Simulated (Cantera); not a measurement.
# Hydrogen reduction and annealing atmospheres: Fe₂O₃ + H₂

Feed: 1 mol Fe₂O₃, a varied amount of H₂, held at 1475 °C and 0.100 bar.

Cantera equilibrium calculation (NASA polynomials, part measured and part estimated; ideal gas, pure solids and liquids). Candidate condensed phases: Fe, FeO, Fe(OH)₂, Fe(OH)₃, Fe₂O₃, Fe₃O₄, H₂O; 12 gas species. Mutual solubility and eutectic melting of coexisting phases are not modelled. The tables' stoichiometric FeO is somewhat more stable than real wüstite, so its field is too wide. FeO: taken at fixed stoichiometry. Rates play no part.

At 2.4 mol H₂ the condensed part is FeO(l). From 4.7 mol H₂ to 9.4 mol H₂ the condensed part is Fe(δ) + FeO(l). From 19 mol H₂ to 600 mol H₂ the condensed part is Fe(δ). The main Fe-bearing gas is Fe throughout.

```tsv
n(H₂) (mol)	x H₂	x H₂O	x H	x Fe	x Fe(OH)₂	x OH	x FeO	n FeO(l)	n Fe(δ)
2.4	0.583	0.417	0.000552	8.76e-5	4.45e-5	2.30e-5	6.24e-7	2.00	0
4.7	0.683	0.316	0.000598	0.000135	3.37e-5	1.61e-5	6.24e-7	1.51	0.485
9.4	0.683	0.316	0.000598	0.000135	3.37e-5	1.61e-5	6.24e-7	0.0280	1.97
19	0.841	0.158	0.000664	0.000135	6.83e-6	7.26e-6	2.53e-7	0	2.00
38	0.920	0.0789	0.000694	0.000135	1.56e-6	3.47e-6	1.16e-7	0	1.99
75	0.959	0.0400	0.000709	0.000135	3.85e-7	1.72e-6	5.62e-8	0	1.99
150	0.979	0.0200	0.000716	0.000135	9.42e-8	8.53e-7	2.75e-8	0	1.98
300	0.989	0.00999	0.000720	0.000135	2.33e-8	4.24e-7	1.36e-8	0	1.96
600	0.994	0.00500	0.000721	0.000135	5.80e-9	2.12e-7	6.78e-9	0	1.92
```
x: gas mole fraction; n: condensed amount in mol.
